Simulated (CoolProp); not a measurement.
Saturated liquid density (kg/m³) of dimethyl carbonate: the reference equation beside estimates from Tc = 283.9 °C, pc = 4909 kPa, ω = 0.346.

Values from CoolProp's reference Helmholtz-energy equation of state, Zhou 2011.

| T (°C) | reference | van der Waals | Redlich-Kwong | Peng-Robinson |
|---|---|---|---|---|
| 19.75 | 1070 | 616.8 | 914.2 | 1064 |
| 44.25 | (withheld) | 600.4 | 886.6 | 1039 |
| 68.85 | (withheld) | 582.9 | 856.5 | 1011 |
| 93.35 | 969.4 | 564.2 | 824.0 | 978.9 |
| 117.85 | 933.3 | (withheld) | 788.4 | (withheld) |
| 142.45 | 895.1 | 522.0 | 749.1 | (withheld) |
| 166.95 | 854.5 | 497.9 | 705.8 | 854.0 |
| 191.55 | (withheld) | (withheld) | 656.8 | 797.7 |
| 216.05 | 759.6 | 439.5 | 600.7 | 730.1 |

Some entries are withheld; supply them.


- 44.25, reference: 1038
- 68.85, reference: 1004
- 117.85, van der Waals: 544.0
- 117.85, Peng-Robinson: 943.0
- 142.45, Peng-Robinson: 901.7
- 191.55, reference: 809.9
- 191.55, van der Waals: 470.7

Absolute difference from the reference over all 9 rows, mean and median: van der Waals 41.9 and 41.9 %, Redlich-Kwong 16.4 and 15.5 %, Peng-Robinson 1.1 and 0.7 %.
